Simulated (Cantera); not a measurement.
Charge: 1 mol H2O, 0.02 mol O2, a varied amount of H2, 0.018 mol SO2, equilibrated at 2550 °C and 10.0 Torr.

Method: chemical equilibrium by Gibbs-energy minimisation in Cantera with the NASA 1993 tables (ideal gas, pure condensed phases). Candidate condensed phases: H2O, H2SO4, S; 19 gas species. Kinetics and transport are ignored.

x: gas mole fraction; nothing condenses.

| n(H2) (mol) | x H | x H2 | x H2O | x O | x OH | x O2 |
|---|---|---|---|---|---|---|
| 0.22 | 0.331 | 0.186 | 0.203 | 0.116 | 0.104 | 0.0506 |
| 0.44 | 0.353 | 0.212 | 0.197 | 0.0986 | 0.0943 | 0.0367 |
| 0.88 | 0.387 | 0.254 | 0.179 | 0.0747 | 0.0782 | 0.0211 |
| 1.7 | ___ | ___ | ___ | ___ | ___ | ___ |
| 3.4 | 0.463 | 0.364 | 0.101 | 0.0293 | 0.0367 | 0.00324 |
| 6.8 | 0.491 | 0.409 | ___ | ___ | ___ | ___ |
| 13 | 0.507 | 0.436 | 0.0351 | 0.00854 | 0.0117 | 0.000275 |

Complete the blanks.


- 1.7, x H: 0.425
- 1.7, x H2: 0.307
- 1.7, x H2O: 0.145
- 1.7, x O: 0.0502
- 1.7, x OH: 0.0578
- 1.7, x O2: 0.00953
- 6.8, x H2O: 0.0608
- 6.8, x O: 0.0158
- 6.8, x OH: 0.0210
- 6.8, x O2: 0.000940
